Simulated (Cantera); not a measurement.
Mixture: CH3OH : O2 : N2 = 1 : 2.05 : 10.9 (molar parts), equivalence ratio 0.73, at 900 Torr, adiabatic and at constant volume. Ignition delay is the time to a rise of 400 K.

Model: GRI-Mech 3.0 (53 species, 325 reactions), integrated in Cantera. GRI-Mech 3.0 was tuned for natural gas; its chemistry of methanol as a main component is partial and can be far from experiment.

Task: What does this change do: pressure from 900 Torr to 12000 Torr?

Result: 
```tsv
quantity	before	after
delay at 1175 K	14.2 ms	1.90 ms
delay at 1275 K	2.94 ms	0.375 ms
delay at 1375 K	0.803 ms	97.0 µs
delay at 1475 K	0.276 ms	31.7 µs
delay at 1575 K	0.114 ms	12.5 µs
apparent activation energy between 1525 and 1625 K	170 kJ/mol	180 kJ/mol
```
The pressure lies above the range GRI-Mech 3.0 was tuned for (to about 10 atm).

Task: What does this change do: pressure from 900 Torr to 750 Torr?

Result: 
```csv
quantity,before,after
delay at 1175 K,14.2 ms,16.6 ms
delay at 1275 K,2.94 ms,3.46 ms
delay at 1375 K,0.803 ms,0.947 ms
delay at 1475 K,0.276 ms,0.326 ms
delay at 1575 K,0.114 ms,0.135 ms
apparent activation energy between 1525 and 1625 K,170 kJ/mol,170 kJ/mol
```
